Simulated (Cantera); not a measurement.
Input: 1 mol B2O3, 1.9 mol H2O, 3.4 mol H2, 24 mol N2, equilibrated at 0.000260 bar.

Method: chemical equilibrium by Gibbs-energy minimisation in Cantera with the NASA 1993 tables (ideal gas, pure condensed phases). Candidate condensed phases: B, BN, B2O3, B3O3H3, H2O; 39 gas species. The numbers say what is thermodynamically allowed, not how fast it happens. All values below are at 1275 K.

Base state: N2 0.806, H2 0.114, H2O 0.0484, HBO2 0.0309, B2O3 0.000354, H 1.54e-5 (mole fractions); condensed: B2O3(l).

**Question.** What changes in the equilibrium state with this change: H2O from 1.9 to 9.2 mol?

**Answer.** 
```
species         before     after
------------  --------  --------
N2               0.806     0.638
H2O             0.0484     0.218
H2               0.114    0.0904
HBO2            0.0309    0.0527
B2O3          0.000354  0.000228
H              1.54e-5   1.37e-5
B2O3(l), mol     0.529         0
```

**Question.** What changes in the equilibrium state with this change: B2O3 replaced by BF3?

**Answer.** 
```tsv
species	before	after
N2	0.806	0.767
H2	0.114	0.109
HF	0	0.0666
BOF	0	0.0283
HBO2	0.0309	0.00330
H2O	0.0484	0.0258
BF3	0	0.000314
B2O3	0.000354	7.57e-6
H	1.54e-5	1.51e-5
B2O3(l), mol	0.529	0
```
